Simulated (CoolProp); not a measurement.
Hydrogen chloride along the isotherm 326.7 K: fugacity coefficient from the reference equation and from simpler models built on Tc = 324.7 K, pc = 8314 kPa, ω = 0.130; each cubic takes its own stable root.

Values from CoolProp's reference Helmholtz-energy equation of state, Thol 2018.

| p (kPa) | phase | reference |
|---|---|---|
| 277 | gas | 0.9878 |
| 554 | gas | 0.9757 |
| 831 | gas | 0.9636 |
| 1110 | gas | 0.9515 |
| 1390 | gas | 0.9395 |
| 1660 | gas | 0.9279 |
| 1940 | gas | 0.9160 |
| 2220 | gas | 0.9041 |
| 2490 | gas | 0.8927 |
| 2770 | gas | 0.8810 |
| 3050 | gas | 0.8693 |
| 3330 | gas | 0.8576 |
| 3600 | gas | 0.8464 |
| 3880 | gas | 0.8348 |
| 4160 | gas | 0.8233 |

Task: How far does each simpler model (van der Waals, Peng-Robinson) lie from the reference over these 15 states: mean and median of the absolute difference, and the worst?

Result: 
- van der Waals: mean 2.0 %, median 2.0 %, worst +3.8 % at 326.7 K and 4160 kPa
- Peng-Robinson: mean 0.1 %, median 0.1 %, worst -0.2 % at 326.7 K and 4160 kPa
